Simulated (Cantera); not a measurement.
## Thermodynamics of silicon etching in halogen gases, feed Si + HCl + N₂

Feed: 1 mol Si, 5.3 mol HCl, 0.86 mol N₂, equilibrated at 1000 K and 6.80 Pa.

Equilibrium computed with Cantera from the NASA thermochemical tables; the gas is ideal and each condensed phase is pure. Candidate condensed phases: NH₄Cl, Si, Si₃N₄; 28 gas species. N₂ is the only nitrogen source here; it is nearly inert below about 1500 K, so the nitride shown seldom forms there in practice. The tables' values for SiCl₃ are old estimates; treat these amounts as uncertain. The numbers say what is thermodynamically allowed, not how fast it happens.

The x(HCl) is 0.560. The x(H₂) comes out as 0.220, the x(N₂) is 0.110 and the x(SiCl₄) is 0.108. The x(SiCl₃) comes out as 0.00135, the x(SiCl₂) comes out as 0.000407 and the x(SiHCl₃) is 0.000300. The n(Si₃N₄(s)) is 0.138 mol and the gas amount comes out as 5.304 mol. The log10 activity of Si(s) (absent) comes out as -3.77.
